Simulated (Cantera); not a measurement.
A perfectly stirred reactor is fed with 0.514 % CO, 1.94 % O₂, 0.620 % H₂O, 96.9 % N₂, at 97.5 Torr; it is held at 1450 K, and followed from long to short residence time.

Computed with Cantera and GRI-Mech 3.0 (53 species, 325 reactions).

Q: Predict: x(CO) at τ = 3.70 s; x(O₂) at τ = 3.70 s; x(H₂O) at τ = 3.70 s; x(H₂O₂) at τ = 3.70 s; x(CO) at τ = 18.0 ms; x(O₂) at τ = 18.0 ms; x(H₂O) at τ = 18.0 ms; x(H₂O₂) at τ = 18.0 ms.

A: x(CO) at τ = 3.70 s: 5.80e-5
x(O₂) at τ = 3.70 s: 0.0168
x(H₂O) at τ = 3.70 s: 0.00615
x(H₂O₂) at τ = 3.70 s: 2.96e-9
x(CO) at τ = 18.0 ms: 0.00158
x(O₂) at τ = 18.0 ms: 0.0172
x(H₂O) at τ = 18.0 ms: 0.00560
x(H₂O₂) at τ = 18.0 ms: 1.63e-8
